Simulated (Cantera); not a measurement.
## Thermodynamics of oxide etching and cleaning by halides, feed CuO + HF

Input: 1 mol CuO, 14 mol HF, equilibrated at 300 Pa.

Cantera equilibrium calculation (NASA polynomials, part measured and part estimated; ideal gas, pure solids and liquids). Candidate condensed phases: Cu, CuF2, CuO, Cu(OH)2, Cu2O, H2O; 27 gas species. Equilibrium is a limit: real reactors are often held back by kinetics, nucleation or transport.

```json
[
 {"T (K)": "723", "log p HF": "-2.52", "log p O2": "-9.30", "log p CuF": "-10.77", "log p H2O": "-5.73", "n CuF2(s)": "0.00865", "n CuO(s)": "0.991", "n Cu2O(s)": "0"},
 {"T (K)": "773", "log p HF": "-2.52", "log p O2": "-8.02", "log p CuF": "-9.56", "log p H2O": "-6.09", "n CuF2(s)": "0.00378", "n CuO(s)": "0.996", "n Cu2O(s)": "8.81e-5"},
 {"T (K)": "823", "log p HF": "-2.52", "log p O2": "-6.91", "log p CuF": "-8.51", "log p H2O": "-6.40", "n CuF2(s)": "0.00176", "n CuO(s)": "0.996", "n Cu2O(s)": "0.00115"},
 {"T (K)": "873", "log p HF": "-2.52", "log p O2": "-5.93", "log p CuF": "-7.58", "log p H2O": "-6.68", "n CuF2(s)": "0.000269", "n CuO(s)": "0.977", "n Cu2O(s)": "0.0110"},
 {"T (K)": "923", "log p HF": "-2.52", "log p O2": "-5.05", "log p CuF": "-6.99", "log p H2O": "-6.44", "n CuF2(s)": "0", "n CuO(s)": "0.834", "n Cu2O(s)": "0.0823"},
 {"T (K)": "973", "log p HF": "-2.53", "log p O2": "-4.28", "log p CuF": "-6.51", "log p H2O": "-6.16", "n CuF2(s)": "0", "n CuO(s)": "0", "n Cu2O(s)": "0.498"},
 {"T (K)": "1023", "log p HF": "-2.53", "log p O2": "-4.28", "log p CuF": "-6.04", "log p H2O": "-5.96", "n CuF2(s)": "0", "n CuO(s)": "0", "n Cu2O(s)": "0.496"},
 {"T (K)": "1073", "log p HF": "-2.53", "log p O2": "-4.28", "log p CuF": "-5.64", "log p H2O": "-5.73", "n CuF2(s)": "0", "n CuO(s)": "0", "n Cu2O(s)": "0.493"},
 {"T (K)": "1123", "log p HF": "-2.53", "log p O2": "-4.28", "log p CuF": "-5.30", "log p H2O": "-5.49", "n CuF2(s)": "0", "n CuO(s)": "0", "n Cu2O(s)": "0.486"},
 {"T (K)": "1173", "log p HF": "-2.53", "log p O2": "-4.28", "log p CuF": "-5.00", "log p H2O": "-5.25", "n CuF2(s)": "0", "n CuO(s)": "0", "n Cu2O(s)": "0.475"}
]
```
log p: log10 of the partial pressure in bar; n: condensed amount in mol.

At 723 K the condensed part is CuF2(s) + CuO(s). From 773 K to 873 K the condensed part is CuF2(s) + CuO(s) + Cu2O(s). At 923 K the condensed part is CuO(s) + Cu2O(s). From 973 K to 1173 K the condensed part is Cu2O(s). The main Cu-bearing gas is CuF2 at 723 K and CuF at 1173 K.
